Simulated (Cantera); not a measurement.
Input: 1 mol Si(CH₃)₄, 0.3 mol C₂H₂, 99 mol H₂, equilibrated at 1.60 mbar.

Method: chemical equilibrium by Gibbs-energy minimisation in Cantera with the NASA 1993 tables (ideal gas, pure condensed phases). Candidate condensed phases: C, C₆H₆, C₇H₈, C₈H₁₈, Si, SiC; 87 gas species. Gases not in the tables: Si₂H₆ and higher silanes. Kinetics and transport are ignored.

log p: log10 of the partial pressure in bar; n: condensed amount in mol.

```tsv
T (°C)	log p H₂	log p H	log p Si	log p C₂H₂ (acetylene)	log p SiC₂	n C(graphite)	n SiC(s)
1152	-2.80	-6.56	-11.06	-8.25	-14.12	3.60	1.000
1202	-2.80	(withheld)	(withheld)	(withheld)	(withheld)	3.60	1.000
1252	-2.80	-6.02	-9.82	-7.71	-12.49	3.60	1.000
1302	-2.80	-5.78	-9.26	-7.47	-11.75	3.60	1.000
1352	-2.80	-5.55	-8.73	-7.25	-11.06	3.59	1.000
1402	-2.80	-5.33	-8.23	-7.03	-10.41	3.59	1.000
1452	-2.80	-5.13	-7.77	-6.83	-9.80	3.58	0.999
1502	-2.80	-4.94	-7.33	-6.65	-9.23	3.57	0.997
1552	-2.80	(withheld)	(withheld)	(withheld)	(withheld)	3.56	0.991
1602	-2.80	-4.59	-6.52	-6.30	-8.17	3.55	0.978
1652	-2.81	-4.42	-6.15	-6.15	-7.69	3.55	0.947
1702	-2.81	-4.27	-5.79	-6.00	-7.23	3.58	0.879
1752	-2.82	-4.12	-5.46	-5.86	-6.79	3.65	0.731
1802	-2.83	-3.99	-5.14	-5.73	-6.37	3.85	0.422
```

Problem. Complete the blanks.

Solution. 
- 1202, log p H: -6.29
- 1202, log p Si: -10.42
- 1202, log p C₂H₂ (acetylene): -7.97
- 1202, log p SiC₂: -13.27
- 1552, log p H: -4.76
- 1552, log p Si: -6.91
- 1552, log p C₂H₂ (acetylene): -6.47
- 1552, log p SiC₂: -8.69
